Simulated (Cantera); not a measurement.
Charge: 1 mol MgF2, 100 mol N2, held at 1.10 Pa.

Method: chemical equilibrium by Gibbs-energy minimisation in Cantera with the NASA 1993 tables (ideal gas, pure condensed phases). Candidate condensed phases: Mg, MgF2; 13 gas species. Rates play no part.

Task: Which condensed phases are stable at each of these points (T (°C)): 525, 725, 925, 1125, 1325, 1525, 1725, 1925?

Result: 
```json
[
 {"T (°C)": "525", "condensed phases": "MgF2(s)", "Mg condensed (%)": "100.0"},
 {"T (°C)": "725", "condensed phases": "MgF2(s)", "Mg condensed (%)": "100.0"},
 {"T (°C)": "925", "condensed phases": "MgF2(s)", "Mg condensed (%)": "74.2"},
 {"T (°C)": "1125", "condensed phases": "gas only", "Mg condensed (%)": "0.0"},
 {"T (°C)": "1325", "condensed phases": "gas only", "Mg condensed (%)": "0.0"},
 {"T (°C)": "1525", "condensed phases": "gas only", "Mg condensed (%)": "0.0"},
 {"T (°C)": "1725", "condensed phases": "gas only", "Mg condensed (%)": "0.0"},
 {"T (°C)": "1925", "condensed phases": "gas only", "Mg condensed (%)": "0.0"}
]
```

From 525 °C to 925 °C the condensed part is MgF2(s). From 1125 °C to 1925 °C nothing is condensed.
